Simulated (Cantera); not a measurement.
Feed: 1 mol Cr, 0.074 mol H2O, 6.9 mol H2, at 1 atm.

Method: chemical equilibrium by Gibbs-energy minimisation in Cantera with the NASA 1993 tables (ideal gas, pure condensed phases). Candidate condensed phases: Cr, Cr2O3, H2O; 13 gas species. Mutual solubility and eutectic melting of coexisting phases are not modelled. The numbers say what is thermodynamically allowed, not how fast it happens.

log p: log10 of the partial pressure in bar; n: condensed amount in mol.

```tsv
T (K)	log p H2	log p Cr	log p H	log p H2O	n Cr(s)	n Cr2O3(s)	n Cr(l)
1650	0.00	-5.04	-4.04	-2.51	0.965	0.0176	0
1750	0.00	-4.35	-3.63	-2.29	0.974	0.0128	0
1850	0.00	-3.74	-3.27	-2.09	0.987	0.00598	0
1950	0.00	-3.19	-2.94	-1.97	0.996	0	0
2050	0.00	-2.70	-2.64	-1.97	0.986	0	0
2150	0.00	-2.27	-2.38	-1.97	0	0	0.962
2250	-0.01	-1.89	-2.13	-1.98	0	0	0.910
2350	-0.02	-1.55	-1.91	-2.00	0	0	(withheld)
2450	-0.03	-1.24	-1.71	-2.03	0	0	(withheld)
2550	-0.06	-0.95	-1.54	-2.09	0	0	(withheld)
```

Question: Fill in the missing entries.

Answer: 
- 2350, n Cr(l): 0.798
- 2450, n Cr(l): 0.569
- 2550, n Cr(l): 0.108
